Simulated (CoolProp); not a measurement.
Saturated liquid density (kg/m³) of ammonia: the reference equation beside estimates from Tc = 132.4 °C, pc = 11.36 MPa, ω = 0.256.

The numbers come from the reference Helmholtz-energy equation of state, Gao 2020 in CoolProp.

```csv
T (°C),reference,Soave-Redlich-Kwong,Peng-Robinson
-57.55,710.6,560.5,631.1
-43.15,693.6,548.6,618.5
-28.75,676.0,535.7,604.7
-14.25,657.6,521.6,589.5
0.15,638.4,506.4,572.9
14.65,618.2,489.6,554.5
29.05,596.8,471.2,534.1
43.55,573.8,450.6,511.3
57.95,549.0,427.8,485.5
72.45,521.5,401.7,455.9
86.85,490.3,371.8,421.4
101.35,453.0,335.8,379.5
```

Absolute difference from the reference over all 12 rows, mean and median: Soave-Redlich-Kwong 21.9 and 21.1 %, Peng-Robinson 11.6 and 10.9 %.
